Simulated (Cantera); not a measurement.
An adiabatic, constant-pressure homogeneous reactor starts with H2 : O2 : N2 = 1 : 0.455 : 1.23 (molar parts), equivalence ratio 1.1, at 1175 K and 4.20 bar.

Detailed kinetics in Cantera: GRI-Mech 3.0 (53 species, 325 reactions). The hydrogen kinetics of GRI-Mech 3.0 are dated; newer H2 mechanisms differ, most at raised pressure. Above 3000 K some thermodynamic fits are extrapolated.

Task: Predict: time of steepest temperature rise; temperature at 3.00 s; equilibrium temperature; x(H2) at 3.00 s; x(O2) at 3.00 s; x(H2O) at 3.00 s; x(H2O2) at 3.00 s; x(O) at 3.00 s; x(HO2) at 3.00 s.

Result: 
- time of steepest temperature rise = 19.2 µs
- temperature at 3.00 s = 2996 K
- equilibrium temperature = 2996 K
- x(H2) at 3.00 s = 0.0748 (gas-phase equilibrium 0.0748)
- x(O2) at 3.00 s = 0.00908 (gas-phase equilibrium 0.00908)
- x(H2O) at 3.00 s = 0.328 (gas-phase equilibrium 0.328)
- x(H2O2) at 3.00 s = 1.10e-6 (gas-phase equilibrium 1.10e-6)
- x(O) at 3.00 s = 0.00522 (gas-phase equilibrium 0.00522)
- x(HO2) at 3.00 s = 1.03e-5 (gas-phase equilibrium 1.03e-5)
